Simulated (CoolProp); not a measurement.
Saturated liquid density (kg/m³) of chlorine: the reference equation beside estimates from Tc = 416.9 K, pc = 7.642 MPa, ω = 0.070. Rackett uses Z = 0.29056 − 0.08775 ω.

Model: reference Helmholtz-energy equation of state, Thol 2021, in CoolProp.

| T (K) | reference | Rackett | van der Waals | Soave-Redlich-Kwong | Peng-Robinson |
|---|---|---|---|---|---|
| 253.6 | 1524 | 1438 | 958.2 | 1407 | 1589 |
| 263.6 | 1495 | 1414 | 941.9 | 1380 | 1560 |
| 273.6 | 1466 | 1389 | 925.0 | 1352 | 1529 |
| 283.6 | 1437 | 1362 | 907.4 | 1323 | 1497 |
| 293.5 | 1407 | 1336 | 889.2 | 1292 | 1463 |
| 303.5 | 1376 | 1308 | 870.0 | 1259 | 1426 |
| 313.5 | 1344 | 1279 | 849.7 | 1224 | 1387 |
| 323.5 | 1310 | 1248 | 828.4 | 1187 | 1346 |
| 333.5 | 1275 | 1216 | 805.8 | 1147 | 1301 |
| 343.4 | 1238 | 1182 | 781.9 | 1105 | 1253 |
| 353.4 | 1198 | 1146 | 756.0 | 1059 | 1200 |
| 363.4 | 1155 | 1106 | 727.8 | 1008 | 1142 |
| 373.4 | 1108 | 1063 | 696.8 | 952.9 | 1077 |
| 383.3 | 1056 | 1014 | 662.3 | 891.1 | 1005 |

Absolute difference from the reference over all 14 rows, mean and median: Rackett 4.8 and 4.8 %, van der Waals 36.9 and 36.9 %, Soave-Redlich-Kwong 10.1 and 9.2 %, Peng-Robinson 3.1 and 3.4 %.
